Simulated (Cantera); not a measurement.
Source: NASA polynomial tables (part measured, part estimated), evaluated in Cantera. Values are per mole of reaction as written; species without (g) are pure solids or liquids, kept so even where they would boil at 1 bar. VN: taken at fixed stoichiometry.

2 NO2(g) + 3 V2O3 → N2O(g) + 6 VO2(g), with ΔH° = 2273.6 kJ and ΔS° = 1036.2 J/K at 300 K.

Task: How far is the shortcut ΔG° ≈ ΔH°(300 K) − T·ΔS°(300 K) from the full temperature-dependent value at 1323, 1373, 1423, 1473, 1523, 1573, 1623 K?

Result: 
| T (K) | shortcut (kJ) | full (kJ) | difference (kJ) | difference in log10 K |
|---|---|---|---|---|
| 1323 | 902.7 | 1005.9 | -103.2 | 4.08 |
| 1373 | 850.9 | 962.9 | -112.0 | 4.26 |
| 1423 | 799.1 | 920.2 | -121.1 | 4.45 |
| 1473 | 747.2 | 877.8 | -130.5 | 4.63 |
| 1523 | 695.4 | 835.6 | -140.2 | 4.81 |
| 1573 | 643.6 | 793.8 | -150.1 | 4.99 |
| 1623 | 591.8 | 752.2 | -160.4 | 5.16 |
The shortcut ignores the heat-capacity change of the reaction.
